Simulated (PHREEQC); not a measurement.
Make-up at 25 °C: 0.25 mol/kgw Na2S. Closed to the air; pH follows from the charge balance.

Equilibrium calculation in PHREEQC: ion-association model, phreeqc.dat.

```tsv
quantity	before	after
pH	12.71	6.97
ionic strength (mol/kgw)	0.665	0.250
```

Question: Which change was made?
A. Na2S replaced by NH4HS at the same molality
B. Na2S replaced by NaCl at the same molality
C. 0.0046 mol/kgw HF added
D. temperature from 25 to 35 °C
E. diluted 2-fold with water

Answer: B, Na2S replaced by NaCl at the same molality

Precipitation was switched off in this run. With this much S-2 the pH rests on the database's HS-/S-2 constant; if that pK is higher, the solution is more alkaline. The database's pK near 12.9 for HS-/S-2 is now thought far too low, so its S-2 is overstated.
